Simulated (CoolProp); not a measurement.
The numbers come from the reference Helmholtz-energy equation of state, Lemmon 2006 in CoolProp. It is a short technical equation, of lower accuracy than the large ones.

Q: For C3F8 (R218), give the phase and the Z, speed of sound (m/s), Joule-Thomson coefficient (K/MPa), viscosity (µPa s) at -51.15 °C and 1500 kPa; -18.15 °C and 1500 kPa.

A: 
- -51.15 °C and 1500 kPa: liquid; Z 0.0914, speed of sound 611, Joule-Thomson coefficient -0.326, viscosity 574
- -18.15 °C and 1500 kPa: liquid; Z 0.0862, speed of sound 475, Joule-Thomson coefficient -0.201, viscosity 334

Viscosity comes from a separate model (Huber 2003), an estimate that may be off by 10 % or more.
